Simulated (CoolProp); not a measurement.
Vapour-liquid equilibrium of dimethyl ether (1) + n-pentane (2) at 338.7 K; x and y are mole fractions of (1).

Model: multi-fluid Helmholtz-energy mixture model, Wu 2011 and Thol 2019; pair parameters Bell 2016, in CoolProp.

Task: Give the bubble pressure and the first vapour's composition at x = 0.15, 0.45, 0.95. Is there an azeotrope?

Result: x = 0.15: 4.174 bar, y = 0.471; x = 0.45: 9.179 bar, y = 0.829; x = 0.95: 15.72 bar, y = 0.982. No azeotrope shows between x = 0.05 and 0.95.

The pair parameters rest on a limited set of measurements; away from them the model extrapolates. The gap from Raoult's law changes sign with composition, which may be real or a fault of the pair parameters; it wasn't checked against measurements.
